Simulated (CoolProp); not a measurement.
Values from CoolProp's reference Helmholtz-energy equation of state, Lemmon 2005. It is a short technical equation, of lower accuracy than the large ones.

**Question.** For trans-2-butene, give the phase and the cp (kJ/(kg K)) at 251.85 °C and 1.27 bar; 251.85 °C and 8.66 bar; 251.85 °C and 12.7 bar.

**Answer.** 
- 251.85 °C and 1.27 bar: gas; cp 2.37
- 251.85 °C and 8.66 bar: gas; cp 2.41
- 251.85 °C and 12.7 bar: gas; cp 2.43
